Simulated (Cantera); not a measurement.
# Equilibrium for hydrogen reduction and annealing atmospheres: NiS + H2 + N2

Charge: 1 mol NiS, 13 mol H2, 1.2 mol N2, at 3750 Torr.

Equilibrium computed with Cantera from the NASA thermochemical tables; the gas is ideal and each condensed phase is pure. Candidate condensed phases: Ni, NiS, NiS2, Ni3S2, Ni3S4, S; 17 gas species. Gases not in the tables: S3 to S7. The numbers say what is thermodynamically allowed, not how fast it happens.

| T (°C) | x H2 | x N2 | x H2S | x NH3 | x SH | n Ni3S2(s) | n Ni3S2(l) |
|---|---|---|---|---|---|---|---|
| 525 | 0.890 | 0.0830 | 0.0236 | 0.00369 | 4.55e-10 | 0.333 | 0 |
| 725 | 0.892 | 0.0842 | 0.0235 | 0.000721 | 6.45e-8 | 0.333 | 0 |
| 925 | 0.892 | 0.0844 | 0.0235 | 0.000236 | 1.77e-6 | 0 | 0.333 |
| 1125 | 0.892 | 0.0845 | 0.0235 | 0.000105 | 1.89e-5 | 0 | 0.333 |
| 1325 | 0.892 | 0.0845 | 0.0233 | 5.75e-5 | 0.000111 | 0 | 0.333 |
| 1525 | 0.892 | 0.0845 | 0.0228 | 3.59e-5 | 0.000430 | 0 | 0.333 |
| 1725 | 0.892 | 0.0844 | 0.0215 | 2.47e-5 | 0.00122 | 0 | 0.333 |
x: gas mole fraction; n: condensed amount in mol.

From 525 °C to 725 °C the condensed part is Ni3S2(s). From 925 °C to 1725 °C the condensed part is Ni3S2(l).
